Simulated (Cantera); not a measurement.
An adiabatic, constant-pressure homogeneous reactor starts with 3.10 % C₃H₈, 12.9 % O₂, 84.0 % N₂, equivalence ratio 1.2, at 1175 K and 210 Torr.

Computed with Cantera and GRI-Mech 3.0 (53 species, 325 reactions). GRI-Mech 3.0 was tuned for natural gas; its chemistry of propane as a main component is partial and can be far from experiment.

Q: Predict: time of steepest temperature rise; temperature at 0.200 s; equilibrium temperature; x(O₂) at 0.200 s; x(N₂O) at 0.200 s; x(OH) at 0.200 s; x(HO₂) at 0.200 s.

A: 
| Item | Result |
|---|---|
| time of steepest temperature rise | 26.0 ms |
| temperature at 0.200 s | 2333 K |
| equilibrium temperature | 2332 K |
| x(O₂) at 0.200 s | 0.00117 (gas-phase equilibrium 0.00116) |
| x(N₂O) at 0.200 s | 3.59e-8 (gas-phase equilibrium 3.68e-8) |
| x(OH) at 0.200 s | 0.00312 (gas-phase equilibrium 0.00310) |
| x(HO₂) at 0.200 s | 1.34e-7 (gas-phase equilibrium 1.32e-7) |
